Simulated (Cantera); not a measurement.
Cantera run, input and output.

```python
import numpy as np
import cantera as ct

gas = ct.Solution("gri30.yaml")
gas.TPX = 300, 54000, {'CH4': 1, 'CO': 0.38, 'O2': 1.68, 'N2': 6.33, 'H2O': 0.38}
flame = ct.FreeFlame(gas, width=0.062)
flame.set_refine_criteria(ratio=3, slope=0.08, curve=0.16)
flame.transport_model = "mixture-averaged"
flame.solve(loglevel=0, auto=True)
z, T = flame.grid, flame.T
thick = (T[-1] - T[0]) / np.gradient(T, z).max()
show = ['CH4', 'CO', 'O2', 'CO2', 'HCO', 'H']
print(f"laminar burning velocity  {flame.velocity[0] * 100:.3f} cm/s")
print(f"burnt temperature         {T[-1]:.1f} K")
print(f"thermal thickness         {thick * 1e3:.4f} mm")
print(f"grid points               {len(z)}")
z0 = z[flame.heat_release_rate.argmax()]
print(f"{'z/mm':>9s}{'T/K':>9s}{'u/(m/s)':>9s}" + "".join(f"{s:>11s}" for s in show))
rows = []
for k in (-3, -2, -1.5, -1, -0.5, -0.25, 0, 0.25, 0.5, 1, 2, 4, 8):
    zz = z0 + k * thick
    rows.append([k * thick, np.interp(zz, z, T), np.interp(zz, z, flame.velocity),
                 *(np.interp(zz, z, flame.X[gas.species_index(s)]) for s in show)])
    print(f"{rows[-1][0] * 1e3:9.3f}{rows[-1][1]:9.1f}{rows[-1][2]:9.3f}" + "".join(f"{x:11.3e}" for x in rows[-1][3:]))
```

Result:

```
laminar burning velocity  34.403 cm/s
burnt temperature         2015.4 K
thermal thickness         0.8516 mm
grid points               159
     z/mm      T/K  u/(m/s)        CH4         CO         O2        CO2        HCO          H
   -2.555    300.1    0.344  1.022e-01  3.885e-02  1.718e-01  5.010e-08  3.498e-20  3.664e-16
   -1.703    301.4    0.347  1.018e-01  3.875e-02  1.712e-01  1.716e-06  2.371e-17  1.291e-13
   -1.277    310.7    0.359  1.008e-01  3.870e-02  1.701e-01  2.387e-05  1.491e-14  1.474e-11
   -0.852    409.3    0.478  9.460e-02  3.998e-02  1.632e-01  5.758e-04  8.810e-11  2.414e-08
   -0.426    931.1    1.110  6.316e-02  5.305e-02  1.225e-01  7.901e-03  3.969e-07  8.314e-05
   -0.213   1348.8    1.623  3.407e-02  6.811e-02  8.090e-02  1.842e-02  9.113e-06  6.444e-04
    0.000   1700.1    2.057  8.559e-03  8.177e-02  3.682e-02  3.381e-02  3.223e-05  3.178e-03
    0.213   1847.3    2.231  8.032e-04  8.044e-02  1.246e-02  4.934e-02  1.331e-05  6.810e-03
    0.426   1883.8    2.265  4.548e-05  7.289e-02  4.578e-03  6.028e-02  1.375e-06  8.646e-03
    0.852   1907.3    2.282  1.918e-07  6.534e-02  1.720e-03  6.941e-02  1.114e-07  8.832e-03
    1.703   1931.1    2.305  6.119e-11  6.294e-02  1.101e-03  7.239e-02  8.532e-08  7.591e-03
    3.407   1958.2    2.334  3.345e-14  6.304e-02  6.819e-04  7.251e-02  6.474e-08  5.782e-03
    6.813   1984.4    2.361  3.239e-14  6.339e-02  3.309e-04  7.236e-02  4.366e-08  3.881e-03
```

Cantera simulation using GRI-Mech 3.0 (53 species, 325 reactions); the numbers are that mechanism's predictions, not measurements. Burning velocities carry a grid error of a few per cent, more on coarse grids.
